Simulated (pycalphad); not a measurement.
**Phase fractions of Al-0.8858Fe-0.2901Si (wt.%)**

All values are pycalphad results on the COST 507 light-alloy database (1999) (1 atm), not direct measurements. The data set is of 1999 and partly superseded. Phase fractions are per mole of atoms. Diffusion is slow at the low end, where real alloys seldom reach equilibrium.

```
T (K)  liquid    fcc  AL13FE4  ALFESI_ALPHA  ALFESI_BETA
-----  ------  -----  -------  ------------  -----------
950     1.000      -        -             -            -
900         -  0.983    0.017             -            -
850         -  0.981    0.012         0.007            -
800         -  0.978    0.002         0.019            -
750         -  0.977        -         0.023            -
700         -  0.977        -         0.023            -
650         -  0.977        -         0.021        0.002
600         -  0.976        -           [?]          [?]
550         -  0.976        -         0.018        0.006
500         -  0.976        -         0.018        0.006
```

Question: Some entries are withheld; supply them.

Answer: 
- 600, ALFESI_ALPHA: 0.019
- 600, ALFESI_BETA: 0.005

Database names, with the compositions (at.%) that they take in these runs: AL13FE4: Al 76 Fe 24; ALFESI_ALPHA: Al 71-74 Fe 19 Si 7-10; ALFESI_BETA: Al 70 Fe 15 Si 15.
